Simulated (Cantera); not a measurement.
A Cantera script and what it prints.

```python
import numpy as np
import cantera as ct

gas_names = """
    B BN BO BO2 B2 B2O B2O2 B2O3 N NO NO2 NO3 N2 N2O O O2 O3
""".split()
cond_names = """
    B(b) B(L) BN(s) B2O3(L)
""".split()


# ... load() reads the species with a 1 bar reference pressure and builds the phases ...
atoms = {
    'BN': {'B': 1, 'N': 1},
    'O2': {'O': 2},
}
top_T = {'BN(s)': 3200}  # K; cautious upper limits of use, not melting points


# ... equilibrate(T, P, feed) seeds the gas with the atoms and calls Mixture.equilibrate('TP', solver="vcs", rtol=1e-11, max_steps=5000) ...
results = []
P = 4.6  # Pa
for T in [1425, 1475, 1525, 1575, 1625, 1675, 1725, 1775, 1825, 1875, 1925, 1975, 2025, 2075]:
    for m in [0.46, 0.58, 0.74, 0.93, 1.2, 1.5, 1.9, 2.4, 3, 3.8]:
        feed = {'BN': 1, 'O2': m}  # mol
        mix = equilibrate(T, P, feed)
        results.append((T, P, feed, dict(zip(mix.species_names, mix.species_moles))))

for T, P, feed, n in results:
    print(f"{T:7g} {feed['O2']:10.4g}  " + (" + ".join(c for c in cond_names if n.get(c, 0) > 1e-12) or "gas only"))
```

Result:

```
   1425       0.46  BN(s) + B2O3(L)
   1425       0.58  BN(s) + B2O3(L)
   1425       0.74  BN(s) + B2O3(L)
   1425       0.93  B2O3(L)
   1425        1.2  B2O3(L)
   1425        1.5  B2O3(L)
   1425        1.9  B2O3(L)
   1425        2.4  B2O3(L)
   1425          3  B2O3(L)
   1425        3.8  B2O3(L)
   1475       0.46  BN(s) + B2O3(L)
   1475       0.58  BN(s) + B2O3(L)
   1475       0.74  B2O3(L)
   1475       0.93  B2O3(L)
   1475        1.2  B2O3(L)
   1475        1.5  gas only
   1475        1.9  gas only
   1475        2.4  gas only
   1475          3  gas only
   1475        3.8  gas only
   1525       0.46  BN(s)
   1525       0.58  BN(s)
   1525       0.74  gas only
   1525       0.93  gas only
   1525        1.2  gas only
   1525        1.5  gas only
   1525        1.9  gas only
   1525        2.4  gas only
   1525          3  gas only
   1525        3.8  gas only
   1575       0.46  BN(s)
   1575       0.58  BN(s)
   1575       0.74  gas only
   1575       0.93  gas only
   1575        1.2  gas only
   1575        1.5  gas only
   1575        1.9  gas only
   1575        2.4  gas only
   1575          3  gas only
   1575        3.8  gas only
   1625       0.46  BN(s)
   1625       0.58  gas only
   1625       0.74  gas only
   1625       0.93  gas only
   1625        1.2  gas only
   1625        1.5  gas only
   1625        1.9  gas only
   1625        2.4  gas only
   1625          3  gas only
   1625        3.8  gas only
   1675       0.46  BN(s)
   1675       0.58  gas only
   1675       0.74  gas only
   1675       0.93  gas only
   1675        1.2  gas only
   1675        1.5  gas only
   1675        1.9  gas only
   1675        2.4  gas only
   1675          3  gas only
   1675        3.8  gas only
   1725       0.46  BN(s)
   1725       0.58  gas only
   1725       0.74  gas only
   1725       0.93  gas only
   1725        1.2  gas only
   1725        1.5  gas only
   1725        1.9  gas only
   1725        2.4  gas only
   1725          3  gas only
   1725        3.8  gas only
   1775       0.46  BN(s)
   1775       0.58  gas only
   1775       0.74  gas only
   1775       0.93  gas only
   1775        1.2  gas only
   1775        1.5  gas only
   1775        1.9  gas only
   1775        2.4  gas only
   1775          3  gas only
   1775        3.8  gas only
   1825       0.46  BN(s)
   1825       0.58  gas only
   1825       0.74  gas only
   1825       0.93  gas only
   1825        1.2  gas only
   1825        1.5  gas only
   1825        1.9  gas only
   1825        2.4  gas only
   1825          3  gas only
   1825        3.8  gas only
   1875       0.46  BN(s)
   1875       0.58  gas only
   1875       0.74  gas only
   1875       0.93  gas only
   1875        1.2  gas only
   1875        1.5  gas only
   1875        1.9  gas only
   1875        2.4  gas only
   1875          3  gas only
   1875        3.8  gas only
   1925       0.46  B(b)
   1925       0.58  gas only
   1925       0.74  gas only
   1925       0.93  gas only
   1925        1.2  gas only
   1925        1.5  gas only
   1925        1.9  gas only
   1925        2.4  gas only
   1925          3  gas only
   1925        3.8  gas only
   1975       0.46  B(b)
   1975       0.58  gas only
   1975       0.74  gas only
   1975       0.93  gas only
   1975        1.2  gas only
   1975        1.5  gas only
   1975        1.9  gas only
   1975        2.4  gas only
   1975          3  gas only
   1975        3.8  gas only
   2025       0.46  B(b)
   2025       0.58  gas only
   2025       0.74  gas only
   2025       0.93  gas only
   2025        1.2  gas only
   2025        1.5  gas only
   2025        1.9  gas only
   2025        2.4  gas only
   2025          3  gas only
   2025        3.8  gas only
   2075       0.46  B(b)
   2075       0.58  gas only
   2075       0.74  gas only
   2075       0.93  gas only
   2075        1.2  gas only
   2075        1.5  gas only
   2075        1.9  gas only
   2075        2.4  gas only
   2075          3  gas only
   2075        3.8  gas only
```

Method: chemical equilibrium by Gibbs-energy minimisation in Cantera with the NASA 1993 tables (ideal gas, pure condensed phases). Mutual solubility and eutectic melting of coexisting phases are not modelled.
